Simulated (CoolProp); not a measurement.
R11 at several states: fugacity coefficient from the reference equation and from simpler models built on Tc = 198.0 °C, pc = 4408 kPa, ω = 0.189; each cubic takes its own stable root.

Computed with CoolProp (reference Helmholtz-energy equation of state, Jacobsen 1992).

| T (°C) | p (kPa) | phase | reference | van der Waals | Redlich-Kwong | Soave-Redlich-Kwong | Peng-Robinson |
|---|---|---|---|---|---|---|---|
| 85.35 | 78.4 | gas | 0.9859 | 0.9900 | 0.9870 | 0.9862 | 0.9854 |
| -23.45 | 19.7 | liquid | 0.6612 | 0.9943 | 0.9914 | 0.6538 | 0.6886 |
| -57.25 | 21.7 | liquid | 0.07249 | 0.9915 | 0.1257 | 0.07196 | 0.07997 |
| 94.05 | 16700 | liquid | 0.06521 | 0.1587 | 0.08255 | 0.06799 | 0.06265 |
| -51.05 | 12300 | liquid | 0.0003467 | 0.01530 | 0.0006219 | 0.0003557 | 0.0003662 |

At some of these states van der Waals, Redlich-Kwong gives the other phase, because its saturation line lies elsewhere.
